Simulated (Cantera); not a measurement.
Cantera run, input and output.

```python
import numpy as np
import cantera as ct

gas = ct.Solution("SiF4_NH3_mec.yaml", "gas")
gas.TPX = 1575, 5800, {'NH3': 1, 'N2': 0.13}
reactor = ct.IdealGasConstPressureReactor(gas, energy="off", clone=False)
net = ct.ReactorNet([reactor])
net.rtol, net.atol = 1e-08, 1e-18
show = ['NH3', 'N2', 'H', 'NH2', 'H2']
times = np.geomspace(3e-06, 3, 12)

steps = ct.SolutionArray(gas, extra=["t"])
rows = []
print(f"{'t/s':>10s}{'T/K':>9s}{'P/Pa':>11s}" + "".join(f"{s:>11s}" for s in show))
for t in times:
    while net.time < t:
        t_next = net.step()
        steps.append(gas.state, t=t_next)
    rows.append([np.interp(t, steps.t, y) for y in (steps.T, steps.P, *steps(*show).X.T)])
    print(f"{t:10.3e}{rows[-1][0]:9.1f}{rows[-1][1]:11.4g}" + "".join(f"{x:11.3e}" for x in rows[-1][2:]))
rate = np.gradient(steps.T, steps.t)
print("integrator steps:", len(steps.t))
if steps.T.max() > steps.T[0] + 200:
    print(f"time of steepest temperature rise: {steps.t[rate.argmax()]:.4e} s")
gas.TPX = 1575, 5800, {'NH3': 1, 'N2': 0.13}
gas.equilibrate("TP")
print(f"equilibrium (TP): T = {gas.T:.1f} K  " + "  ".join(f"{s} {gas[s].X[0]:.3e}" for s in show))
```

Result:

```
       t/s      T/K       P/Pa        NH3         N2          H        NH2         H2
 3.000e-06   1575.0       5800  8.850e-01  1.150e-01  2.499e-09  6.331e-09  1.916e-09
 1.053e-05   1575.0       5800  8.850e-01  1.150e-01  3.435e-09  2.757e-08  1.207e-08
 3.699e-05   1575.0       5800  8.850e-01  1.150e-01  3.475e-09  1.054e-07  5.095e-08
 1.299e-04   1575.0       5800  8.850e-01  1.150e-01  3.475e-09  3.787e-07  1.876e-07
 4.560e-04   1575.0       5800  8.850e-01  1.150e-01  3.476e-09  1.338e-06  6.676e-07
 1.601e-03   1575.0       5800  8.849e-01  1.150e-01  3.496e-09  4.705e-06  2.358e-06
 5.621e-03   1575.0       5800  8.849e-01  1.150e-01  3.829e-09  1.648e-05  8.595e-06
 1.974e-02   1575.0       5800  8.849e-01  1.150e-01  8.612e-09  5.642e-05  4.464e-05
 6.930e-02   1575.0       5800  8.842e-01  1.152e-01  5.439e-08  1.242e-04  5.177e-04
 2.433e-01   1575.0       5800  8.811e-01  1.158e-01  2.113e-07  1.285e-04  2.990e-03
 8.544e-01   1575.0       5800  8.702e-01  1.180e-01  7.442e-07  1.259e-04  1.163e-02
 3.000e+00   1575.0       5800  8.336e-01  1.255e-01  2.524e-06  1.196e-04  4.075e-02
integrator steps: 563
equilibrium (TP): T = 1575.0 K  NH3 9.186e-07  N2 2.958e-01  H 1.458e-04  NH2 4.446e-10  H2 7.041e-01
```

Computed with Cantera and the gas-phase N/H chemistry of the illustrative SiF4/NH3 mechanism in the Surface Chemkin manual (1991). Walls and surfaces, which speed up NH3 decomposition in real reactors, are not modelled.
